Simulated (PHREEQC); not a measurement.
Consider water at 25 °C with 0.0043 mol NaHS and 0.00035 mol NaHCO3 per kg of water. Closed to the air; pH follows from the charge balance.

Computed with PHREEQC (ion-association model, phreeqc.dat).

Each row changes one thing in this solution. Precipitation was switched off in this run.

```csv
case,pH,ionic strength (mol/kgw)
as made,9.02,0.00467
NaHS left out,[?],0.000353
NaHCO3 left out,9.24,0.00430
NaHCO3 replaced by Na2S at the same molality,[?],0.00502
NaHS from 0.0043 to 0.00473 mol/kgw,9.04,0.00510
NaHCO3 replaced by Na2B4O7 at the same molality,9.21,0.00500
diluted 100-fold with water,[?],4.65e-5
0.00052 mol/kgw H2SO4 added,[?],0.00515
NaHCO3 from 0.00035 to 0.0007 mol/kgw,8.91,0.00503
```

### Question
Some entries are withheld; supply them.

### Answer

- NaHS left out, pH: 8.22
- NaHCO3 replaced by Na2S at the same molality, pH: 10.48
- diluted 100-fold with water, pH: 8.27
- 0.00052 mol/kgw H2SO4 added, pH: 7.42
